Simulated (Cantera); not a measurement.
Charge: 1 mol Si, 9.3 mol F2, 35 mol N2, held at 523 K and 0.133 bar.

Cantera equilibrium calculation (NASA polynomials, part measured and part estimated; ideal gas, pure solids and liquids). Candidate condensed phases: Si, Si3N4; 16 gas species. The numbers say what is thermodynamically allowed, not how fast it happens.

Base state: N2 0.847, NF3 0.127, SiF4 0.0260, F2 0.000127 (mole fractions); condensed: gas only.

What changes in the equilibrium state with this change: F2 from 9.3 to 1.1 mol?


```
species          before   after
-------------  --------  ------
N2                0.847   0.984
SiF4             0.0260  0.0156
NF3               0.127   <1e-9
F2             0.000127   <1e-9
Si3N4(s), mol         0   0.150
```
N2 is the only nitrogen source here; it is nearly inert below about 1500 K, so the nitride shown seldom forms there in practice.

What changes in the equilibrium state with this change: temperature from 523 K to 823.15 K?


```json
[
 {"species": "N2", "before": "0.847", "after": "0.818"},
 {"species": "F2", "before": "0.000127", "after": "0.102"},
 {"species": "NF3", "before": "0.127", "after": "0.0457"},
 {"species": "F", "before": "3.99e-7", "after": "0.0103"},
 {"species": "SiF4", "before": "0.0260", "after": "0.0240"}
]
```
